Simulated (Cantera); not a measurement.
What does this Cantera script print?

```python
import numpy as np
import cantera as ct

gas = ct.Solution("gri30.yaml")
gas.TPX = 1648, 150, {'CH4': 1, 'N2': 190}
inlet = ct.Reservoir(gas, clone=True)

reactor = ct.IdealGasConstPressureReactor(gas, energy="off", clone=False)
exhaust = ct.Reservoir(gas, clone=True)
tau = [15, 2.1, 0.3, 0.042, 0.0059, 0.00083, 0.00012][0]
for a, b in ((inlet, reactor), (reactor, exhaust)):
    ct.MassFlowController(a, b, mdot=lambda t: reactor.mass / tau)
net = ct.ReactorNet([reactor])
show = ['CH4', 'HCN', 'CH2', 'H', 'CH3']

rows = []
print(f"{'tau/s':>10s}{'T/K':>9s}" + "".join(f"{s:>11s}" for s in show))
for tau in [15, 2.1, 0.3, 0.042, 0.0059, 0.00083, 0.00012]:
    net.initial_time = 0.0
    net.advance(30 * tau)
    before = gas.X
    net.advance(40 * tau)
    drift = np.max(np.abs(gas.X - before) / (gas.X + 1e-9))
    rows.append([gas.T, *gas[show].X, drift])
    print(f"{tau:10.3e}{gas.T:9.1f}" + "".join(f"{x:11.3e}" for x in gas[show].X))
```

It prints:

```
     tau/s      T/K        CH4        HCN        CH2          H        CH3
 1.500e+01   1648.0  2.349e-03  1.936e-06  2.061e-07  1.165e-05  1.141e-04
 2.100e+00   1648.0  4.734e-03  2.118e-08  1.021e-07  1.730e-06  1.176e-04
 3.000e-01   1648.0  5.211e-03  3.078e-11  5.141e-09  1.948e-07  2.228e-05
 4.200e-02   1648.0  5.233e-03  2.083e-13  1.846e-10  1.521e-07  3.014e-06
 5.900e-03   1648.0  5.235e-03  2.551e-15  3.752e-12  9.566e-08  3.493e-07
 8.300e-04   1648.0  5.236e-03  2.833e-17  1.949e-14  2.638e-08  3.622e-08
 1.200e-04   1648.0  5.236e-03  2.084e-19  8.188e-17  4.407e-09  4.645e-09
```

Detailed kinetics in Cantera: GRI-Mech 3.0 (53 species, 325 reactions). GRI-Mech 3.0 stops at C3 and has no aromatics, soot or wall deposition, so with more carbon than oxygen in the feed, carbon stays in small species such as C2H2 where larger ones or solid carbon would form. Radical loss at walls, strong at low pressure, is not modelled.
